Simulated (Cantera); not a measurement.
A Cantera script and its output.

```python
import numpy as np
import cantera as ct

gas = ct.Solution("gri30.yaml")
gas.TPX = 1975, 120000, {'NO': 1, 'N2': 1.3}
reactor = ct.IdealGasConstPressureReactor(gas, energy="off", clone=False)
net = ct.ReactorNet([reactor])
net.rtol, net.atol = 1e-08, 1e-18
show = ['NO', 'O', 'N2O', 'NO2', 'O2']
times = np.geomspace(2e-06, 3, 9)

steps = ct.SolutionArray(gas, extra=["t"])
rows = []
print(f"{'t/s':>10s}{'T/K':>9s}{'P/Pa':>11s}" + "".join(f"{s:>11s}" for s in show))
for t in times:
    while net.time < t:
        t_next = net.step()
        steps.append(gas.state, t=t_next)
    rows.append([np.interp(t, steps.t, y) for y in (steps.T, steps.P, *steps(*show).X.T)])
    print(f"{t:10.3e}{rows[-1][0]:9.1f}{rows[-1][1]:11.4g}" + "".join(f"{x:11.3e}" for x in rows[-1][2:]))
rate = np.gradient(steps.T, steps.t)
print("integrator steps:", len(steps.t))
if steps.T.max() > steps.T[0] + 200:
    print(f"time of steepest temperature rise: {steps.t[rate.argmax()]:.4e} s")
gas.TPX = 1975, 120000, {'NO': 1, 'N2': 1.3}
gas.equilibrate("TP")
print(f"equilibrium (TP): T = {gas.T:.1f} K  " + "  ".join(f"{s} {gas[s].X[0]:.3e}" for s in show))
```

It prints:

```
       t/s      T/K       P/Pa         NO          O        N2O        NO2         O2
 2.000e-06   1975.0    1.2e+05  4.348e-01  4.162e-07  4.375e-07  2.336e-08  2.972e-10
 1.183e-05   1975.0    1.2e+05  4.348e-01  1.967e-06  2.558e-06  6.637e-07  9.024e-09
 6.999e-05   1975.0    1.2e+05  4.347e-01  6.232e-06  1.413e-05  1.024e-05  2.322e-07
 4.141e-04   1975.0    1.2e+05  4.345e-01  2.597e-05  5.735e-05  7.963e-05  1.325e-05
 2.449e-03   1975.0    1.2e+05  4.335e-01  4.676e-05  8.886e-05  1.579e-04  4.491e-04
 1.449e-02   1975.0    1.2e+05  4.275e-01  5.426e-05  8.631e-05  1.832e-04  3.413e-03
 8.572e-02   1975.0    1.2e+05  3.934e-01  8.482e-05  7.206e-05  2.718e-04  2.035e-02
 5.071e-01   1975.0    1.2e+05  2.466e-01  1.592e-04  2.751e-05  3.289e-04  9.368e-02
 3.000e+00   1975.0    1.2e+05  3.986e-02  2.252e-04  1.086e-06  7.609e-05  1.973e-01
integrator steps: 893
equilibrium (TP): T = 1975.0 K  NO 7.193e-03  O 2.338e-04  N2O 4.414e-07  NO2 1.428e-05  O2 2.136e-01
```

Model: GRI-Mech 3.0 (53 species, 325 reactions), integrated in Cantera.
